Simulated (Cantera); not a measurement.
What does this Cantera script print?

```python
import numpy as np
import cantera as ct

gas_names = """
    H H2 N NH NH2 NH3 N2 N2H2 N2H4 V VN
""".split()
cond_names = """
    V(cr) V(L) VN(s)
""".split()


# ... load() reads the species with a 1 bar reference pressure and builds the phases ...
atoms = {
    'V': {'V': 1},
    'NH3': {'N': 1, 'H': 3},
}
top_T = {'VN(s)': 2300}  # K; cautious upper limits of use, not melting points


# ... equilibrate(T, P, feed) seeds the gas with the atoms and calls Mixture.equilibrate('TP', solver="vcs", rtol=1e-11, max_steps=5000) ...
results = []
feed = {'V': 1, 'NH3': 4.6}  # mol
P = 27  # Pa
for T in [873, 973, 1073, 1173, 1273, 1373, 1473, 1573, 1673, 1773, 1873, 1973, 2073]:
    mix = equilibrate(T, P, feed)
    results.append((T, P, feed, dict(zip(mix.species_names, mix.species_moles))))
    x = sorted(zip(gas.X, gas.species_names), reverse=True)
    print(f"T = {T:g} K  P = {P:g} Pa  gas = {mix.phase_moles(0):.4g} mol")
    print("   x: " + "  ".join(f"{s} {v:.3e}" for v, s in x if v > 0.001))
    print("   condensed (mol): " + ("  ".join(f"{mix.phase(i).name} {mix.phase_moles(i):.4g}"
          for i in range(1, mix.n_phases) if mix.phase_moles(i) > 1e-12) or "none"))
```

Output:

```
T = 873 K  P = 27 Pa  gas = 8.7 mol
   x: H2 7.931e-01  N2 2.069e-01
   condensed (mol): VN(s) 1
T = 973 K  P = 27 Pa  gas = 8.7 mol
   x: H2 7.931e-01  N2 2.069e-01
   condensed (mol): VN(s) 1
T = 1073 K  P = 27 Pa  gas = 8.7 mol
   x: H2 7.931e-01  N2 2.069e-01
   condensed (mol): VN(s) 1
T = 1173 K  P = 27 Pa  gas = 8.7 mol
   x: H2 7.931e-01  N2 2.069e-01
   condensed (mol): VN(s) 1
T = 1273 K  P = 27 Pa  gas = 8.7 mol
   x: H2 7.931e-01  N2 2.069e-01
   condensed (mol): VN(s) 1
T = 1373 K  P = 27 Pa  gas = 8.701 mol
   x: H2 7.929e-01  N2 2.069e-01
   condensed (mol): VN(s) 1
T = 1473 K  P = 27 Pa  gas = 8.703 mol
   x: H2 7.925e-01  N2 2.068e-01
   condensed (mol): VN(s) 1
T = 1573 K  P = 27 Pa  gas = 8.71 mol
   x: H2 7.911e-01  N2 2.067e-01  H 2.201e-03
   condensed (mol): VN(s) 1
T = 1673 K  P = 27 Pa  gas = 8.727 mol
   x: H2 7.876e-01  N2 2.063e-01  H 6.151e-03
   condensed (mol): VN(s) 0.9999
T = 1773 K  P = 27 Pa  gas = 9.271 mol
   x: H2 7.369e-01  N2 2.481e-01  H 1.486e-02
   condensed (mol): V(cr) 0.9984
T = 1873 K  P = 27 Pa  gas = 9.366 mol
   x: H2 7.200e-01  N2 2.456e-01  H 3.333e-02  V 1.092e-03
   condensed (mol): V(cr) 0.9898
T = 1973 K  P = 27 Pa  gas = 9.58 mol
   x: H2 6.862e-01  N2 2.401e-01  H 6.802e-02  V 5.640e-03
   condensed (mol): V(cr) 0.946
T = 2073 K  P = 27 Pa  gas = 10.09 mol
   x: H2 6.211e-01  N2 2.280e-01  H 1.261e-01  V 2.474e-02
   condensed (mol): V(cr) 0.7505
```

Equilibrium computed with Cantera from the NASA thermochemical tables; the gas is ideal and each condensed phase is pure. VN: taken at fixed stoichiometry. Condensed phases not in the tables: V2N, N, O or C dissolved in the metal.
